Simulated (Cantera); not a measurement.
A freely propagating, adiabatic, planar premixed flame of H2 : O2 : N2 : H2O = 1 : 0.2 : 0.7 : 0.21 (molar parts), equivalence ratio 2.5, unburnt at 375 K and 0.830 bar; mixture-averaged transport, grid criteria slope 0.08 and curve 0.16, no radiation.

Model: the H2/O2 subset of GRI-Mech 3.0, which has no nitrogen chemistry, integrated in Cantera. Burning velocities carry a grid error of a few per cent, more on coarse grids.

Question: Predict: laminar burning velocity; thermal thickness; peak x(H2O2); peak x(HO2); peak x(OH).

Answer: 
```json
{
 "laminar_burning_velocity": "309 cm/s",
 "thermal_thickness": "0.434 mm",
 "peak x(H2O2)": "6.00e-5",
 "peak x(HO2)": "0.000443",
 "peak x(OH)": "0.00147"
}
```
